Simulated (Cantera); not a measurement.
A Cantera script and its output.

```python
import numpy as np
import cantera as ct

gas = ct.Solution("gri30.yaml")
gas.TPX = 1325, 2900, {'N2O': 1, 'O2': 1.8}
reactor = ct.IdealGasConstPressureReactor(gas, energy="off", clone=False)
net = ct.ReactorNet([reactor])
net.rtol, net.atol = 1e-08, 1e-18
show = ['N2O', 'O2', 'O', 'N2', 'NO', 'NO2']
times = np.geomspace(0.0005, 100, 13)

steps = ct.SolutionArray(gas, extra=["t"])
rows = []
print(f"{'t/s':>10s}{'T/K':>9s}{'P/Pa':>11s}" + "".join(f"{s:>11s}" for s in show))
for t in times:
    while net.time < t:
        t_next = net.step()
        steps.append(gas.state, t=t_next)
    rows.append([np.interp(t, steps.t, y) for y in (steps.T, steps.P, *steps(*show).X.T)])
    print(f"{t:10.3e}{rows[-1][0]:9.1f}{rows[-1][1]:11.4g}" + "".join(f"{x:11.3e}" for x in rows[-1][2:]))
rate = np.gradient(steps.T, steps.t)
print("integrator steps:", len(steps.t))
if steps.T.max() > steps.T[0] + 200:
    print(f"time of steepest temperature rise: {steps.t[rate.argmax()]:.4e} s")
gas.TPX = 1325, 2900, {'N2O': 1, 'O2': 1.8}
gas.equilibrate("TP")
print(f"equilibrium (TP): T = {gas.T:.1f} K  " + "  ".join(f"{s} {gas[s].X[0]:.3e}" for s in show))
```

It prints:

```
       t/s      T/K       P/Pa        N2O         O2          O         N2         NO        NO2
 5.000e-04   1325.0       2900  3.571e-01  6.429e-01  7.632e-06  1.860e-05  1.912e-06  2.136e-12
 1.383e-03   1325.0       2900  3.571e-01  6.429e-01  1.023e-05  6.056e-05  8.774e-06  3.449e-11
 3.824e-03   1325.0       2900  3.569e-01  6.429e-01  1.052e-05  1.823e-04  2.995e-05  3.754e-10
 1.057e-02   1325.0       2900  3.565e-01  6.429e-01  1.052e-05  5.195e-04  8.871e-05  3.191e-09
 2.924e-02   1325.0       2900  3.553e-01  6.430e-01  1.052e-05  1.449e-03  2.508e-04  2.380e-08
 8.086e-02   1325.0       2900  3.520e-01  6.433e-01  1.052e-05  4.002e-03  6.956e-04  1.531e-07
 2.236e-01   1325.0       2900  3.431e-01  6.440e-01  1.052e-05  1.092e-02  1.901e-03  7.632e-07
 6.184e-01   1325.0       2900  3.199e-01  6.460e-01  1.051e-05  2.904e-02  5.056e-03  2.704e-06
 1.710e+00   1325.0       2900  2.645e-01  6.506e-01  1.049e-05  7.229e-02  1.258e-02  7.445e-06
 4.729e+00   1325.0       2900  1.596e-01  6.594e-01  1.039e-05  1.542e-01  2.679e-02  1.659e-05
 1.308e+01   1325.0       2900  4.336e-02  6.692e-01  9.782e-06  2.451e-01  4.232e-02  2.767e-05
 3.616e+01   1325.0       2900  2.177e-03  6.730e-01  4.223e-06  2.775e-01  4.723e-02  5.478e-05
 1.000e+02   1325.0       2900  7.695e-06  6.733e-01  1.348e-06  2.794e-01  4.724e-02  1.397e-04
integrator steps: 978
equilibrium (TP): T = 1325.0 K  N2O 3.645e-09  O2 6.967e-01  O 1.359e-06  N2 3.028e-01  NO 5.271e-04  NO2 1.599e-06
```

Computed with Cantera and GRI-Mech 3.0 (53 species, 325 reactions). GRI-Mech 3.0 was tuned for natural gas; its chemistry of N2O as a main component is partial and can be far from experiment. Radical loss at walls, strong at low pressure, is not modelled. The mechanism lacks the step 2 NO + O2 → 2 NO2, which can matter for NO2 below about 1400 K. The temperature is held fixed by assumption; the heat of reaction is taken as removed at once.
